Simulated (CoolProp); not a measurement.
Vapour-liquid equilibrium of acetone (1) + cyclohexane (2) at 331.2 K; x and y are mole fractions of (1).

Model: multi-fluid Helmholtz-energy mixture model, Lemmon 2006 and Zhou 2014; pair parameters Bell 2016, in CoolProp.

```csv
x,bubble pressure (bar),y at the bubble point,dew pressure at overall composition x (bar),liquid density (mol/L)
0.05,0.7021,0.332,0.5091,8.931
0.15,0.9421,0.532,0.5645,9.177
0.25,1.050,0.600,0.6329,9.450
0.35,1.102,0.634,0.7188,9.755
0.45,1.131,0.657,0.8289,10.10
0.55,1.152,0.680,0.9695,10.48
0.65,1.167,0.709,1.123,10.91
0.75,1.174,0.751,1.174,11.39
0.85,1.164,0.816,1.153,11.93
0.95,1.123,0.921,1.109,12.53
```

y crosses x between x = 0.75 and 0.85: the model has an azeotrope there.

Pair parameters are fitted to limited data, so mixtures are less certain than the pure fluids. With so large a gap from Raoult's law the liquid may split in two, which this calculation doesn't test in full.
